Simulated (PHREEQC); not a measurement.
Acid mine or pickling water: an equilibrium model

Synthetic water in mg/kgw, 25 °C, pH 2.65, pe 8.6: Na 507; K 175; Ca 514; Mg 208; Cl 91.4; S(6) as SO4 3250; Pb 406.

Valence states are taken as typed.

Computed with PHREEQC (ion-association model, wateq4f.dat).

This is a speciation only: nothing precipitates in the calculation.

Question: Predict the ionic strength.

Answer: ionic strength 0.0844 mol/kgw.

Question: In which forms is Ca present?

Answer: Ca+2 60 %, CaSO4 39 %, CaHSO4+ 0.7 % of the Ca.

The solution is supersaturated, for example in Anglesite, so a real one may precipitate; this is no full list.
